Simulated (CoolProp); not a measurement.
A simple Rankine cycle with R1336mzz(E): condensing at 312.15 K, boiler at 1.73 MPa, turbine inlet 382.1 K, turbine efficiency 0.6, pump efficiency 0.7, no recuperator. Each further row changes one setting.

Values from CoolProp's reference Helmholtz-energy equation of state, Akasaka 2023.

| case | thermal efficiency (%) | net work (kJ/kg) | heat in (kJ/kg) | turbine exit temperature (K) | volume ratio over the turbine |
|---|---|---|---|---|---|
| as stated | 7.6 | 13.2 | 174 | 339.0 | 7.29 |
| turbine inlet 402.1 K | 7.6 | … | 198 | … | … |
| condensing temperature 304.15 K | 8.4 | 15.5 | 184 | 335.0 | 9.50 |
| boiler pressure 1.21 MPa | 6.5 | 12.0 | 186 | 353.7 | 4.38 |
| turbine efficiency 0.5 | 6.2 | 10.7 | 174 | 341.8 | 7.36 |

Task: What belongs in the gaps?

Result: 
- turbine inlet 402.1 K, net work (kJ/kg): 15.1
- turbine inlet 402.1 K, turbine exit temperature (K): 363.7
- turbine inlet 402.1 K, volume ratio over the turbine: 6.56
